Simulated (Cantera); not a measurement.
An isothermal plug-flow reactor at 750 K and 2.00 bar (inlet), inlet velocity 0.067 m/s, active area per volume 11000 1/m; feed 0.728 % CH4, 12.1 % O2, 87.1 % N2.

Cantera simulation using Deutschmann's 1995 Pt surface mechanism with GRI-Mech 3.0 gas chemistry; the numbers are that mechanism's predictions, not measurements. Catalytic surfaces can have several steady states; this one follows from the mechanism file's or the stated starting coverage. Mass transfer to the wall is taken as infinitely fast.

x: gas mole fraction; θ: surface coverage.

```
z (m)      x CH4   x O2     x H2O     x CO2     x CO  θ free Pt   θ O*     θ OH*
-------  -------  -----  --------  --------  -------  ---------  -----  --------
0.00093  0.00717  0.121  0.000216  0.000107  5.56e-7     0.0121  0.988  0.000323
0.0016   0.00710  0.121  0.000369  0.000184  5.51e-7     0.0121  0.987  0.000422
0.0026   0.00698  0.121  0.000595  0.000297  5.42e-7     0.0121  0.987  0.000536
0.0043   0.00679  0.120  0.000972  0.000485  5.27e-7     0.0121  0.987  0.000684
0.0072   0.00648  0.120   0.00159  0.000795  5.04e-7     0.0121  0.987  0.000876
0.012    0.00600  0.119   0.00256   0.00128  4.66e-7     0.0122  0.987   0.00111
0.02     0.00527  0.117   0.00403   0.00201        …     0.0122  0.986   0.00140
0.033    0.00425  0.115   0.00606   0.00303        …     0.0123  0.986   0.00172
0.056    0.00289  0.113   0.00878   0.00439        …     0.0124  0.986   0.00207
0.093    0.00153  0.110    0.0115   0.00574        …     0.0125  0.985   0.00238
```

Problem. Some entries are withheld; supply them.

Solution. 
- 0.02, x CO: 4.10e-7
- 0.033, x CO: 3.32e-7
- 0.056, x CO: 2.26e-7
- 0.093, x CO: 1.21e-7
